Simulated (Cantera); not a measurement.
Transport properties of process gases

Gas mixture: CO2 : NH3 = 0.2 : 0.64 (molar parts), at 0.0300 bar, frozen composition.

Cantera's kinetic-theory transport with the Lennard-Jones parameters of GRI-Mech 3.0, ideal gas; thermal conductivity in the multicomponent form. Polar gases are described roughly by these parameters.

```csv
T (K),ρ (kg/m³),cp (J/kg/K),μ (µPa s),λ (mW/m/K),Pr,D (cm²/s) H2,D (cm²/s) N2,D (cm²/s) C2H2
400,0.0212,1675,16.0,38.9,0.689,43.2,11.7,9.04
500,0.0169,1817,19.9,52.5,0.687,63.9,17.6,13.8
600,0.0141,1953,23.6,67.1,0.686,87.5,24.4,19.4
700,0.0121,2077,27.1,82.2,0.684,114,31.9,25.6
800,0.0106,2187,30.4,97.4,0.683,143,40.3,32.6
900,0.00940,2287,33.7,113,0.682,174,49.4,40.1
1000,0.00846,2388,36.7,129,0.681,208,59.2,48.3
```
D: mixture-averaged diffusion coefficient of that species in the mixture.
